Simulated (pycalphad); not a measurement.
An equivalent pycalphad script:

```python
from pycalphad import Database, equilibrium, calculate, variables as v
import numpy as np
db = Database('COST507.tdb')
comps = ['TI', 'HF', 'B', 'VA']
phases = ['B2M', 'B2TI', 'B4M3', 'B4TI3', 'BCC_A2', 'BETA_RHOMBO_B', 'BM', 'BTI', 'HCP_A3', 'LIQUID']
eq = equilibrium(db, comps, phases, {v.X('HF'): 0.0476, v.X('B'): 0.0669, v.T: np.arange(2850, 499, -50), v.P: 101325, v.N: 1}, output=['HM', 'SM'])
```

All values are pycalphad results on the COST 507 light-alloy database (1999) (1 atm), not direct measurements. The database dates from 1999; later assessments differ in places, in temperatures and in the compounds included. Amounts are mole fractions of atoms. Diffusion is slow at the low end, where real alloys seldom reach equilibrium.

Results at three of the temperatures:

```
T = 2650.00 K, P = 101325 Pa, N = 1 mol of atoms
G = -208370 J/mol, H = 94636 J/mol, S = 114.34 J/(mol K)  (SER reference)
chemical potentials (J/mol): Ti -198112, Hf -301268, B -278045
phase             fraction      x(Ti)      x(Hf)       x(B)
LIQUID              1.0000     0.8855     0.0476     0.0669
```

```
T = 800.00 K, P = 101325 Pa, N = 1 mol of atoms
G = -43277 J/mol, H = 3432 J/mol, S = 58.39 J/(mol K)  (SER reference)
chemical potentials (J/mol): Ti -32751, Hf -57255, B -172652
phase             fraction      x(Ti)      x(Hf)       x(B)
HCP_A3              0.8671     0.9449     0.0546   0.000501
BM                  0.1329     0.4978     0.0022     0.5000
```

```
T = 550.00 K, P = 101325 Pa, N = 1 mol of atoms
G = -29981 J/mol, H = -3879 J/mol, S = 47.46 J/(mol K)  (SER reference)
chemical potentials (J/mol): Ti -19370, Hf -32494, B -168641
phase             fraction      x(Ti)      x(Hf)       x(B)
HCP_A3              0.8664     0.9451     0.0548      9e-05
BM                  0.1336     0.4991   0.000856     0.5000
```

Changes of the phase set, refined by bisection:

| T (K) | phases above | phases below |
|---|---|---|
| 1817.8 | LIQUID | BCC_A2 + LIQUID |
| 1814.9 | BCC_A2 + LIQUID | BCC_A2 + BM |
| 1119.7 | BCC_A2 + BM | BCC_A2 + BM + HCP_A3 |
| 1111.8 | BCC_A2 + BM + HCP_A3 | BM + HCP_A3 |

Database names, with the compositions (at.%) that they take in these runs: BM: Ti 49 B 50 Hf 0. BCC_A2 is bcc; HCP_A3 is hcp.
